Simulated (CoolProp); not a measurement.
Vapour-liquid equilibrium of C2F6 (R116) (1) + propylene (2) at -23.65 °C; x and y are mole fractions of (1).

Values from CoolProp's multi-fluid Helmholtz-energy mixture model, Lemmon 2006 and Lemmon 2013; pair parameters Bell 2016.

```
x     bubble pressure (kPa)  y at the bubble point  dew pressure at overall composition x (kPa)  liquid density (mol/L)
----  ---------------------  ---------------------  -------------------------------------------  ----------------------
0.05                    [?]                  0.427                                        282.7                   13.46
0.2                   763.6                  0.657                                        336.6                   12.59
0.35                    [?]                  0.703                                        414.7                   11.78
0.5                   887.8                  0.727                                        537.5                   11.06
0.65                  922.3                  0.762                                          [?]                   10.45
0.8                   950.8                  0.826                                        942.9                   9.982
0.95                  949.3                  0.942                                        947.8                   9.649
```

Complete the blanks.


- 0.05, bubble pressure (kPa): 470.0
- 0.35, bubble pressure (kPa): 849.4
- 0.65, dew pressure at overall composition x (kPa): 749.9

y crosses x between x = 0.8 and 0.95: the model has an azeotrope there.

Pair parameters are fitted to limited data, so mixtures are less certain than the pure fluids. With so large a gap from Raoult's law the liquid may split in two, which this calculation doesn't test in full.
